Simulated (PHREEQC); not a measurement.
A solution holds 0.0038 mol/kgw HF, 0.00014 mol/kgw NaF and 0.00026 mol/kgw H4SiO4, at 25 °C. Closed to the air; pH follows from the charge balance.

Equilibrium calculation in PHREEQC: ion-association model, phreeqc.dat.

| quantity | before | after |
|---|---|---|
| pH | 2.92 | 3.10 |
| ionic strength (mol/kgw) | 0.00160 | 0.000918 |
| HF (mol/kgw) | 0.00175 | 0.000980 |
| F- (mol/kgw) | 0.00101 | 0.000847 |
| H4SiO4 (mol/kgw) | 6.40e-5 | 0.000107 |
| HF2- (mol/kgw) | 6.73e-6 | 3.18e-6 |
| SI of Quartz (SiO2) | -0.21 | +0.01 |

**Question.** What was changed between the two runs?
A. diluted 2-fold with water
B. diluted 100-fold with water
C. H4SiO4 from 0.00026 to 5.2e-05 mol/kgw
D. 0.00014 mol/kgw CdSO4 added

**Answer.** A, diluted 2-fold with water

This is a speciation only: nothing precipitates in the calculation. SiF6-2 is the database's only silicon fluoride.
